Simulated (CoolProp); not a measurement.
A Linde-Hampson liquefier for carbon monoxide: isothermal reversible compression at 230 K from 1 atm to 20 MPa, throttling to 1 atm, return gas leaving the recuperator 10 K below the feed. Each further row changes one setting.

Model: reference Helmholtz-energy equation of state, Lemmon 2006, in CoolProp. It is a short technical equation, of lower accuracy than the large ones.

| case | liquid yield per pass | compression work (kJ/kg of gas) |
|---|---|---|
| as stated | … | 348 |
| high pressure 40 MPa | … | … |
| warm-end temperature 260 K | … | … |
| warm-end gap 15 K | … | 348 |

Complete the blanks.


- as stated, liquid yield per pass: 0.156
- high pressure 40 MPa, liquid yield per pass: 0.186
- high pressure 40 MPa, compression work (kJ/kg of gas): 399
- warm-end temperature 260 K, liquid yield per pass: 0.105
- warm-end temperature 260 K, compression work (kJ/kg of gas): 401
- warm-end gap 15 K, liquid yield per pass: 0.144
